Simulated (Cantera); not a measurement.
Input: 1 mol SiC, a varied amount of CO₂, 28 mol H₂, at 1675 K and 11.0 Pa.

Method: chemical equilibrium by Gibbs-energy minimisation in Cantera with the NASA 1993 tables (ideal gas, pure condensed phases). Candidate condensed phases: C, C₆H₆, C₇H₈, C₈H₁₈, H₂O, Si, SiC, SiO₂; 123 gas species. The numbers say what is thermodynamically allowed, not how fast it happens.

x: gas mole fraction; n: condensed amount in mol.

```tsv
n(CO₂) (mol)	x H₂	x CO	x H	x SiO	n SiC(s)
0.036	0.986	0.00211	0.0110	0.000437	0.976
0.087	0.982	…	0.0110	…	0.950
0.14	0.979	…	0.0110	…	0.923
0.19	0.975	0.0102	0.0109	0.00308	0.898
0.24	0.972	0.0128	0.0109	0.00394	0.873
0.29	0.968	0.0154	0.0109	0.00480	0.848
0.34	0.965	0.0179	0.0109	0.00564	0.823
0.39	0.962	0.0205	0.0109	0.00649	0.798
0.44	0.958	0.0230	0.0108	0.00732	0.773
0.49	0.955	0.0255	0.0108	0.00815	0.748
0.55	0.951	0.0284	0.0108	0.00914	0.718
```

What belongs in the gaps?


- 0.087, x CO: 0.00483
- 0.087, x SiO: 0.00131
- 0.14, x CO: 0.00762
- 0.14, x SiO: 0.00222
